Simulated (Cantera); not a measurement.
A Cantera script and what it prints.

```python
import numpy as np
import cantera as ct

gas_names = """
    H HNO HNO2 HNO3 HO2 H2 H2O H2O2 N NH NH2 NH3 NH2OH NO NO2 NO3 N2 N2H2 N2H4 N2O O OH O2 O3 V VN VO
    VO2
""".split()
cond_names = """
    H2O(s) H2O(L) V(cr) V(L) VN(s) VO(s) VO(L) V2O3(s) V2O3(L) V2O4(I) V2O4(II) V2O4(L) V2O5(s) V2O5(L)
""".split()


# ... load() reads the species with a 1 bar reference pressure and builds the phases ...
atoms = {
    'V2O3': {'V': 2, 'O': 3},
    'H2': {'H': 2},
    'N2': {'N': 2},
}
top_T = {'VN(s)': 2300}  # K; cautious upper limits of use, not melting points


# ... equilibrate(T, P, feed) seeds the gas with the atoms and calls Mixture.equilibrate('TP', solver="vcs", rtol=1e-11, max_steps=5000) ...
results = []
feed = {'V2O3': 1, 'H2': 130, 'N2': 25}  # mol
T = 1873  # K
P = 920000  # Pa
mix = equilibrate(T, P, feed)
results.append((T, P, feed, dict(zip(mix.species_names, mix.species_moles))))
print(gas.report(threshold=0.001))
for i in range(1, mix.n_phases):
    print(f"{mix.phase(i).name:16s} {mix.phase_moles(i):12.5e} mol")
```

It prints:

```
       temperature   1873 K
          pressure   9.2e+05 Pa
           density   0.37378 kg/m^3
  mean mol. weight   6.327 kg/kmol
   phase of matter   gas

                          1 kg             1 kmol
                     ---------------   ---------------
          enthalpy        7.4414e+06        4.7082e+07  J
   internal energy          4.98e+06        3.1509e+07  J
           entropy             28883        1.8274e+05  J/K
    Gibbs function       -4.6657e+07        -2.952e+08  J
 heat capacity c_p            5411.2             34237  J/K
 heat capacity c_v            4097.1             25922  J/K

                      mass frac. Y      mole frac. X     chem. pot. / RT
                     ---------------   ---------------   ---------------
                H2           0.26458           0.83037            -17.24
               H2O           0.02652         0.0093141           -45.172
                N2           0.70867           0.16005           -26.335
     [  +25 minor]        0.00022221         0.0002645

V(cr)             0.00000e+00 mol
VN(s)             4.41713e-01 mol
VO(s)             1.55827e+00 mol
V2O3(s)           0.00000e+00 mol
V2O4(L)           0.00000e+00 mol
V2O5(L)           0.00000e+00 mol
```

Cantera equilibrium calculation (NASA polynomials, part measured and part estimated; ideal gas, pure solids and liquids). Mutual solubility and eutectic melting of coexisting phases are not modelled. VN, VO: taken at fixed stoichiometry. Condensed phases not in the tables: solid solutions among these carbides, nitrides and lower oxides, V2N.
